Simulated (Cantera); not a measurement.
Cantera with NASA thermochemical tables; ideal gases at 1 bar, condensed phases pure. Values are per mole of reaction as written; species without (g) are pure solids or liquids, kept so even where they would boil at 1 bar.

### Question
Between 350 and 500 K, where is each reaction favourable under standard conditions?
- Ti + 4 HCl(g) → TiCl4 + 4 H(g)

### Answer
- Ti + 4 HCl(g) → TiCl4 + 4 H(g): ΔG° is 460 kJ at 350 K and 466 kJ at 500 K; it stays positive (K < 1). ΔH° is 454 kJ and ΔS° -23 J/K at 500 K.
